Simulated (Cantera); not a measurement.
Source: NASA polynomial tables (part measured, part estimated), evaluated in Cantera. Values are per mole of reaction as written; species without (g) are pure solids or liquids, kept so even where they would boil at 1 bar.

3 C2H2(g) + 2 Ti + 6 HCl(g) = 2 TiCl3 + 3 C2H4(g), with ΔH° = -1416.8 kJ and ΔS° = -848.3 J/K at 300 K.

Question: How far is the shortcut ΔG° ≈ ΔH°(300 K) − T·ΔS°(300 K) from the full temperature-dependent value at 375, 525, 675, 825, 975 K?

Answer: 
```json
[
 {"T (K)": "375", "shortcut (kJ)": "-1098.7", "full (kJ)": "-1098.4", "difference (kJ)": "-0.3", "difference in log10 K": "0.04"},
 {"T (K)": "525", "shortcut (kJ)": "-971.4", "full (kJ)": "-969.6", "difference (kJ)": "-1.8", "difference in log10 K": "0.18"},
 {"T (K)": "675", "shortcut (kJ)": "-844.2", "full (kJ)": "-840.6", "difference (kJ)": "-3.6", "difference in log10 K": "0.28"},
 {"T (K)": "825", "shortcut (kJ)": "-716.9", "full (kJ)": "-712.1", "difference (kJ)": "-4.8", "difference in log10 K": "0.30"},
 {"T (K)": "975", "shortcut (kJ)": "-589.7", "full (kJ)": "-584.4", "difference (kJ)": "-5.2", "difference in log10 K": "0.28"}
]
```
The shortcut ignores the heat-capacity change of the reaction.
